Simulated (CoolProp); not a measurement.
Tetradecamethylhexasiloxane (MD4M) along the isotherm 462.4 K: density (kg/m³) from the reference equation and from simpler models built on Tc = 653.2 K, pc = 0.8286 MPa, ω = 0.800; each cubic takes its own stable root.

Values from CoolProp's reference Helmholtz-energy equation of state, Thol 2019.

```csv
p (MPa),phase,reference,van der Waals,Redlich-Kwong,Peng-Robinson
0.0414,liquid,721.8,5.118,5.183,725.1
0.0829,liquid,722.0,10.66,574.6,725.4
0.124,liquid,722.2,16.65,575.3,725.7
0.166,liquid,722.4,23.48,576.1,726.0
0.207,liquid,722.5,397.7,576.8,726.3
0.249,liquid,722.7,398.6,577.6,726.6
0.29,liquid,722.9,399.5,578.3,726.8
0.331,liquid,723.1,400.4,579.0,727.1
0.373,liquid,723.3,401.4,579.7,727.4
0.414,liquid,723.4,402.2,580.4,727.7
```

At some of these states van der Waals, Redlich-Kwong gives the other phase, because its saturation line lies elsewhere.
